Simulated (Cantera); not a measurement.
What does this Cantera script print?

```python
import numpy as np
import cantera as ct

gas = ct.Solution("h2o2.yaml")
gas.TPX = 300, 13332, {'H2': 1, 'O2': 0.217, 'N2': 0.817}
flame = ct.FreeFlame(gas, width=0.16)
flame.set_refine_criteria(ratio=3, slope=0.08, curve=0.16)
flame.transport_model = "mixture-averaged"
flame.solve(loglevel=0, auto=True)
z, T = flame.grid, flame.T
thick = (T[-1] - T[0]) / np.gradient(T, z).max()
show = ['H2', 'O2', 'H', 'OH', 'H2O2', 'HO2']
print(f"laminar burning velocity  {flame.velocity[0] * 100:.3f} cm/s")
print(f"burnt temperature         {T[-1]:.1f} K")
print(f"thermal thickness         {thick * 1e3:.4f} mm")
print(f"grid points               {len(z)}")
z0 = z[flame.heat_release_rate.argmax()]
print(f"{'z/mm':>9s}{'T/K':>9s}{'u/(m/s)':>9s}" + "".join(f"{s:>11s}" for s in show))
rows = []
for k in (-3, -2, -1.5, -1, -0.5, -0.25, 0, 0.25, 0.5, 1, 2, 4, 8):
    zz = z0 + k * thick
    rows.append([k * thick, np.interp(zz, z, T), np.interp(zz, z, flame.velocity),
                 *(np.interp(zz, z, flame.X[gas.species_index(s)]) for s in show)])
    print(f"{rows[-1][0] * 1e3:9.3f}{rows[-1][1]:9.1f}{rows[-1][2]:9.3f}" + "".join(f"{x:11.3e}" for x in rows[-1][3:]))
```

Output:

```
laminar burning velocity  228.772 cm/s
burnt temperature         1945.4 K
thermal thickness         5.0229 mm
grid points               151
     z/mm      T/K  u/(m/s)         H2         O2          H         OH       H2O2        HO2
  -15.069    300.0    2.288  4.916e-01  1.067e-01  6.166e-20  1.949e-19 -8.285e-18  2.003e-16
  -10.046    300.0    2.288  4.916e-01  1.067e-01  8.170e-18  2.528e-17  1.879e-15  6.035e-14
   -7.534    300.0    2.288  4.916e-01  1.067e-01  4.337e-16  1.215e-15  1.397e-13  4.363e-12
   -5.023    300.0    2.288  4.916e-01  1.067e-01  1.984e-12  3.262e-12  6.640e-11  2.016e-09
   -2.511    311.9    2.371  4.897e-01  1.070e-01  1.424e-05  1.514e-05  5.961e-06  6.090e-05
   -1.256    589.0    4.362  4.556e-01  1.002e-01  8.493e-03  4.670e-04  2.391e-05  4.658e-05
    0.000    982.2    7.076  3.542e-01  6.569e-02  5.457e-02  8.022e-04  1.465e-07  1.355e-05
    1.256   1218.9    8.754  2.634e-01  1.247e-02  9.437e-02  1.352e-03  7.513e-08  2.392e-06
    2.511   1308.5    9.366  2.497e-01  1.291e-03  9.605e-02  1.254e-03  4.297e-08  2.311e-07
    5.023   1397.8    9.948  2.555e-01  2.046e-04  8.543e-02  1.490e-03  4.423e-08  3.377e-08
   10.046   1497.9   10.583  2.648e-01  1.621e-04  7.134e-02  1.738e-03  4.219e-08  2.467e-08
   20.091   1602.4   11.233  2.748e-01  1.198e-04  5.612e-02  1.848e-03  3.187e-08  1.757e-08
   40.183   1700.4   11.829  2.842e-01  7.504e-05  4.147e-02  1.748e-03  1.929e-08  1.133e-08
```

Model: the H2/O2 subset of GRI-Mech 3.0, which has no nitrogen chemistry, integrated in Cantera. Burning velocities carry a grid error of a few per cent, more on coarse grids.
